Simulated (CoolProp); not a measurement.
Octamethyltrisiloxane (MDM) along the isobar 10.5 bar: density (kg/m³) from the reference equation and from simpler models built on Tc = 292.2 °C, pc = 14.38 bar, ω = 0.528; each cubic takes its own stable root.

The numbers come from the reference Helmholtz-energy equation of state, Thol 2017 in CoolProp.

```csv
T (°C),phase,reference,van der Waals,Redlich-Kwong,Soave-Redlich-Kwong,Peng-Robinson
203.45,liquid,610.9,363.2,(withheld),551.7,624.7
214.35,liquid,593.8,352.4,486.1,(withheld),(withheld)
225.35,liquid,575.1,340.2,466.0,511.7,579.2
236.25,liquid,554.7,326.0,443.7,488.2,(withheld)
247.15,liquid,(withheld),308.2,417.6,460.9,520.9
258.15,liquid,503.7,89.71,384.7,427.5,482.5
269.05,liquid,(withheld),83.25,90.80,382.9,(withheld)
279.95,gas,87.84,78.31,83.32,85.25,88.77
290.95,gas,79.29,74.25,77.77,77.91,80.84
301.85,gas,73.48,(withheld),73.42,72.62,75.16
```

**Question.** What belongs in the gaps?

**Answer.** 
- 203.45, Redlich-Kwong: 504.2
- 214.35, Soave-Redlich-Kwong: 532.8
- 214.35, Peng-Robinson: 603.3
- 236.25, Peng-Robinson: 552.3
- 247.15, reference: 531.6
- 269.05, reference: 466.7
- 269.05, Peng-Robinson: 431.1
- 301.85, van der Waals: 70.85

At some of these states van der Waals, Redlich-Kwong gives the other phase, because its saturation line lies elsewhere.
